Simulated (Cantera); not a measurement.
A closed system holds: 1 mol B, 0.5 mol H₂O, 1.1 mol H₂, held at 1000 Pa.

Method: chemical equilibrium by Gibbs-energy minimisation in Cantera with the NASA 1993 tables (ideal gas, pure condensed phases). Candidate condensed phases: B, B₂O₃, B₃O₃H₃, H₂O; 23 gas species. Mutual solubility and eutectic melting of coexisting phases are not modelled. Rates play no part. All values below are at 1200 K.

Base state: H₂ 0.999, B₃O₃H₃ 0.000684, HBO 0.000591 (mole fractions); condensed: B(s) + B₂O₃(l).

### Question
What changes in the equilibrium state with this change: pressure from 1000 Pa to 101000 Pa?

### Answer
```csv
species,before,after
H₂,0.999,0.993
B₃O₃H₃,0.000684,0.00683
HBO,0.000591,5.85e-5
"B(s), mol",0.665,0.656
"B₂O₃(l), mol",0.165,0.156
```

### Question
What changes in the equilibrium state with this change: pressure from 1000 Pa to 13300 Pa?

### Answer
```csv
species,before,after
H₂,0.999,0.997
B₃O₃H₃,0.000684,0.00249
HBO,0.000591,0.000162
"B(s), mol",0.665,0.663
"B₂O₃(l), mol",0.165,0.163
```

### Question
What changes in the equilibrium state with this change: pressure from 1000 Pa to 17000 Pa?

### Answer
| species | before | after |
|---|---|---|
| H₂ | 0.999 | 0.997 |
| B₃O₃H₃ | 0.000684 | 0.00281 |
| HBO | 0.000591 | 0.000143 |
| B(s), mol | 0.665 | 0.662 |
| B₂O₃(l), mol | 0.165 | 0.162 |
